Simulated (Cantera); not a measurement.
An isothermal, constant-pressure homogeneous reactor starts with 3.49 % H₂, 81.1 % O₂, 15.4 % N₂, equivalence ratio 0.021, at 1050 K and 0.0132 atm.

Detailed kinetics in Cantera: the H2/O2 subset of GRI-Mech 3.0, which has no nitrogen chemistry. Radical loss at walls, strong at low pressure, is not modelled. The temperature is held fixed by assumption; the heat of reaction is taken as removed at once.

x: mole fraction; the columns are a selection and need not sum to one.

```json
[
 {"t (s)": "0.000100", "x H₂": "0.0349", "x O₂": "0.811", "x H": "7.53e-11", "x HO₂": "1.01e-10", "x O": "3.39e-11", "x H₂O₂": "<1e-12", "x OH": "2.89e-11"},
 {"t (s)": "0.000282", "x H₂": "0.0349", "x O₂": "0.811", "x H": "1.97e-10", "x HO₂": "2.86e-10", "x O": "2.16e-10", "x H₂O₂": "<1e-12", "x OH": "1.49e-10"},
 {"t (s)": "0.000793", "x H₂": "0.0349", "x O₂": "0.811", "x H": "(withheld)", "x HO₂": "8.22e-10", "x O": "1.95e-9", "x H₂O₂": "<1e-12", "x OH": "1.09e-9"},
 {"t (s)": "0.00223", "x H₂": "0.0349", "x O₂": "0.811", "x H": "(withheld)", "x HO₂": "4.04e-9", "x O": "1.38e-7", "x H₂O₂": "2.00e-12", "x OH": "7.31e-8"},
 {"t (s)": "0.00629", "x H₂": "0.0230", "x O₂": "0.803", "x H": "(withheld)", "x HO₂": "4.10e-6", "x O": "0.00525", "x H₂O₂": "1.76e-7", "x OH": "0.00210"},
 {"t (s)": "0.0177", "x H₂": "0.000452", "x O₂": "0.793", "x H": "(withheld)", "x HO₂": "3.95e-6", "x O": "0.0145", "x H₂O₂": "6.33e-8", "x OH": "0.00125"},
 {"t (s)": "0.0499", "x H₂": "0.000177", "x O₂": "0.802", "x H": "(withheld)", "x HO₂": "3.03e-6", "x O": "0.00585", "x H₂O₂": "6.43e-8", "x OH": "0.000772"},
 {"t (s)": "0.140", "x H₂": "3.67e-5", "x O₂": "0.806", "x H": "(withheld)", "x HO₂": "1.60e-6", "x O": "0.00124", "x H₂O₂": "5.77e-8", "x OH": "0.000348"},
 {"t (s)": "0.395", "x H₂": "5.24e-6", "x O₂": "0.807", "x H": "(withheld)", "x HO₂": "5.39e-7", "x O": "0.000183", "x H₂O₂": "3.80e-8", "x OH": "0.000134"},
 {"t (s)": "1.11", "x H₂": "7.52e-7", "x O₂": "0.808", "x H": "(withheld)", "x HO₂": "1.35e-7", "x O": "2.76e-5", "x H₂O₂": "1.78e-8", "x OH": "5.21e-5"},
 {"t (s)": "3.13", "x H₂": "1.32e-7", "x O₂": "0.808", "x H": "(withheld)", "x HO₂": "3.19e-8", "x O": "5.09e-6", "x H₂O₂": "6.79e-9", "x OH": "2.24e-5"},
 {"t (s)": "8.83", "x H₂": "2.92e-8", "x O₂": "0.808", "x H": "(withheld)", "x HO₂": "8.29e-9", "x O": "1.17e-6", "x H₂O₂": "2.38e-9", "x OH": "1.07e-5"},
 {"t (s)": "24.9", "x H₂": "7.71e-9", "x O₂": "0.808", "x H": "3.66e-10", "x HO₂": "2.49e-9", "x O": "3.16e-7", "x H₂O₂": "8.22e-10", "x OH": "5.59e-6"},
 {"t (s)": "70.0", "x H₂": "2.29e-9", "x O₂": "0.808", "x H": "6.07e-11", "x HO₂": "9.88e-10", "x O": "9.54e-8", "x H₂O₂": "2.86e-10", "x OH": "3.07e-6"}
]
```

Q: Fill in the missing entries.

A: 
- 0.000793, x H: 1.07e-9
- 0.00223, x H: 6.82e-8
- 0.00629, x H: 0.00352
- 0.0177, x H: 0.00384
- 0.0499, x H: 0.000943
- 0.140, x H: 8.92e-5
- 0.395, x H: 5.07e-6
- 1.11, x H: 2.98e-7
- 3.13, x H: 2.36e-8
- 8.83, x H: 2.60e-9
